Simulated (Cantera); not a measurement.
## B2O3 + NF3 + H2 (oxide etching and cleaning by halides)

Feed: 1 mol B2O3, a varied amount of NF3, 3.3 mol H2, equilibrated at 1800 K and 5.00 Pa.

These are equilibrium values from Cantera (NASA tables, ideal gas, pure condensed phases), not measurements of a reactor. Candidate condensed phases: B, BN, B2O3, B3O3H3, H2O; 62 gas species. Equilibrium is a limit: real reactors are often held back by kinetics, nucleation or transport.

```tsv
n(NF3) (mol)	x F	x HF	x BOF	x N2	x H2	x BF3	x O2	x H2O	x HBO2	x H
1.4	7.20e-6	0.338	0.247	0.0975	0.158	5.29e-6	2.69e-5	0.107	0.0300	0.0201
4.3	0.0452	0.516	0.0109	0.167	9.27e-9	0.145	0.108	4.00e-7	3.23e-9	4.87e-6
7.2	0.396	0.290	6.57e-5	0.158	3.83e-11	0.0878	0.0632	1.26e-9	<1e-12	3.13e-7
10	0.534	0.203	2.10e-5	0.153	1.03e-11	0.0614	0.0438	2.82e-10	<1e-12	1.62e-7
13	0.613	0.153	1.04e-5	0.151	4.46e-12	0.0464	0.0329	1.06e-10	<1e-12	1.07e-7
16	0.661	0.123	6.45e-6	0.149	2.48e-12	0.0373	0.0263	5.27e-11	<1e-12	7.97e-8
19	0.693	0.103	4.47e-6	0.148	1.58e-12	0.0312	0.0218	3.06e-11	<1e-12	6.36e-8
```
x: gas mole fraction; nothing condenses.

From 1.4 mol NF3 to 19 mol NF3 nothing is condensed. The main B-bearing gas is BOF at 1.4 mol NF3 and BF3 at 19 mol NF3.
